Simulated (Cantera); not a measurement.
A perfectly stirred reactor is fed with 1.86 % CH4, 98.1 % H2, at 0.0132 atm; it is held at 2650 K, and followed from long to short residence time.

Computed with Cantera and GRI-Mech 3.0 (53 species, 325 reactions). GRI-Mech 3.0 stops at C3 and has no aromatics, soot or wall deposition, so with more carbon than oxygen in the feed, carbon stays in small species such as C2H2 where larger ones or solid carbon would form. Radical loss at walls, strong at low pressure, is not modelled.

x: mole fraction; the columns are a selection and need not sum to one.

```tsv
τ (s)	x CH4	x H2	x C2H	x H	x CH2	x C2H6	x CH3
0.44	7.78e-6	0.779	?	0.213	1.65e-5	2.41e-12	3.63e-5
0.29	1.62e-5	0.814	?	0.178	2.19e-5	9.23e-12	6.06e-5
0.19	3.60e-5	0.848	?	0.143	2.90e-5	3.96e-11	0.000104
0.13	7.28e-5	0.875	?	0.116	3.63e-5	1.41e-10	0.000166
0.084	0.000151	0.898	?	0.0929	4.55e-5	5.22e-10	0.000270
0.055	0.000280	0.914	?	0.0768	5.52e-5	1.55e-9	0.000406
0.037	0.000462	0.925	?	0.0658	6.49e-5	3.75e-9	0.000570
0.024	0.000754	0.933	?	0.0569	7.66e-5	8.83e-9	0.000796
0.016	0.00114	0.940	?	0.0504	8.84e-5	1.82e-8	0.00106
0.011	0.00163	0.944	?	0.0454	9.99e-5	3.38e-8	0.00136
0.0070	0.00244	0.949	?	0.0402	0.000114	6.73e-8	0.00180
```

Question: Complete the blanks.

Answer: 
- 0.44, x C2H: 0.000209
- 0.29, x C2H: 0.000171
- 0.19, x C2H: 0.000134
- 0.13, x C2H: 0.000107
- 0.084, x C2H: 8.38e-5
- 0.055, x C2H: 6.77e-5
- 0.037, x C2H: 5.66e-5
- 0.024, x C2H: 4.72e-5
- 0.016, x C2H: 4.00e-5
- 0.011, x C2H: 3.42e-5
- 0.0070, x C2H: 2.77e-5
